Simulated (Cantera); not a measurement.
Stirred combustor or abatement burner

A perfectly stirred reactor is fed with 17.6 % CO, 8.79 % H2, 3.69 % CH4, 14.7 % O2, 55.2 % N2, at 10.0 bar; it is adiabatic with a 600 K inlet, and is followed from long to short residence time, starting on the burning branch (τ in s: 0.26, 0.094, 0.034, 0.012, 0.0044, 0.0016, 0.00058, 0.00021, 7.6e-05, 2.7e-05, 9.9e-06).

Computed with Cantera and GRI-Mech 3.0 (53 species, 325 reactions).

```json
[
 {"τ (s)": "0.26", "T (K)": "2464", "x CO": "0.106", "x H2": "0.0214", "x CH4": "2.15e-7", "x NO": "0.000459", "x NO2": "3.30e-8", "x HCO": "1.61e-7", "x N2O": "7.05e-8"},
 {"τ (s)": "0.094", "T (K)": "2463", "x CO": "0.106", "x H2": "0.0215", "x CH4": "5.78e-7", "x NO": "0.000458", "x NO2": "3.34e-8", "x HCO": "1.64e-7", "x N2O": "7.13e-8"},
 {"τ (s)": "0.034", "T (K)": "2462", "x CO": "0.106", "x H2": "0.0215", "x CH4": "1.49e-6", "x NO": "0.000457", "x NO2": "3.46e-8", "x HCO": "1.73e-7", "x N2O": "7.35e-8"},
 {"τ (s)": "0.012", "T (K)": "2460", "x CO": "0.106", "x H2": "0.0215", "x CH4": "3.59e-6", "x NO": "0.000454", "x NO2": "3.76e-8", "x HCO": "1.97e-7", "x N2O": "7.90e-8"},
 {"τ (s)": "0.0044", "T (K)": "2454", "x CO": "0.106", "x H2": "0.0215", "x CH4": "7.31e-6", "x NO": "0.000449", "x NO2": "4.39e-8", "x HCO": "2.52e-7", "x N2O": "9.00e-8"},
 {"τ (s)": "0.0016", "T (K)": "2444", "x CO": "0.107", "x H2": "0.0216", "x CH4": "1.31e-5", "x NO": "0.000440", "x NO2": "5.51e-8", "x HCO": "3.73e-7", "x N2O": "1.09e-7"},
 {"τ (s)": "0.00058", "T (K)": "2424", "x CO": "0.108", "x H2": "0.0219", "x CH4": "2.21e-5", "x NO": "0.000413", "x NO2": "7.01e-8", "x HCO": "6.29e-7", "x N2O": "1.38e-7"},
 {"τ (s)": "0.00021", "T (K)": "2391", "x CO": "0.109", "x H2": "0.0224", "x CH4": "3.79e-5", "x NO": "0.000356", "x NO2": "8.29e-8", "x HCO": "1.17e-6", "x N2O": "1.73e-7"},
 {"τ (s)": "7.6e-5", "T (K)": "2337", "x CO": "0.112", "x H2": "0.0232", "x CH4": "6.95e-5", "x NO": "0.000270", "x NO2": "8.50e-8", "x HCO": "2.36e-6", "x N2O": "2.12e-7"},
 {"τ (s)": "2.7e-5", "T (K)": "2254", "x CO": "0.117", "x H2": "0.0244", "x CH4": "0.000143", "x NO": "0.000175", "x NO2": "7.28e-8", "x HCO": "5.11e-6", "x N2O": "2.51e-7"},
 {"τ (s)": "9.9e-6", "T (K)": "2137", "x CO": "0.125", "x H2": "0.0258", "x CH4": "0.000343", "x NO": "9.66e-5", "x NO2": "5.22e-8", "x HCO": "1.14e-5", "x N2O": "2.83e-7"}
]
```
x: mole fraction; the columns are a selection and need not sum to one.
